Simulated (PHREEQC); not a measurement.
**Brine**

Consider water at 25 °C with 0.61 mol/kgw LiCl, 0.036 mol/kgw K2SO4 and 0.00022 mol/kgw H4SiO4. Closed to the air; pH follows from the charge balance.

All values are PHREEQC results (Pitzer model, pitzer.dat), not measurements.

No solid was allowed to form.

Q: Estimate the pH, density, osmotic coefficient.

A: pH 6.63; density 1.016 g/cm³; osmotic coefficient 0.956.

Species that the database lacks are ignored.
